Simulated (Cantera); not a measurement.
A jet of H₂ : O₂ : N₂ = 0.012 : 0.16 : 0.79 (molar parts) at 300 K and 41000 Pa hits a platinum plate 4 cm away at a mass flux of 0.15 kg/m²/s; the plate temperature is set and raised in steps from an oxygen-covered start.

Model: Deutschmann's 1995 Pt surface mechanism with GRI-Mech 3.0 gas chemistry, integrated in Cantera. Catalytic surfaces can have several steady states; this one follows from the mechanism file's or the stated starting coverage.

x: mole fraction at the wall; θ: surface coverage.

| plate T (K) | wall x H₂ | wall x O₂ | wall x H₂O | wall x OH | θ free Pt | θ O* | θ OH* |
|---|---|---|---|---|---|---|---|
| 700 | [?] | 0.154 | 0.0215 | <1e-8 | 0.0200 | 0.977 | 0.00259 |
| 750 | [?] | 0.154 | 0.0220 | <1e-8 | 0.0284 | 0.969 | 0.00226 |
| 800 | [?] | 0.154 | 0.0226 | <1e-8 | 0.0475 | 0.950 | 0.00220 |
| 850 | [?] | 0.154 | 0.0230 | <1e-8 | 0.0781 | 0.920 | 0.00217 |
| 900 | [?] | 0.153 | 0.0231 | 2.08e-8 | 0.119 | 0.879 | 0.00209 |
| 950 | [?] | 0.153 | 0.0232 | 5.55e-8 | 0.168 | 0.830 | 0.00197 |

**Question.** Complete the blanks.

**Answer.** 
- 700, wall x H₂: 0.00138
- 750, wall x H₂: 0.00104
- 800, wall x H₂: 0.000666
- 850, wall x H₂: 0.000430
- 900, wall x H₂: 0.000291
- 950, wall x H₂: 0.000216
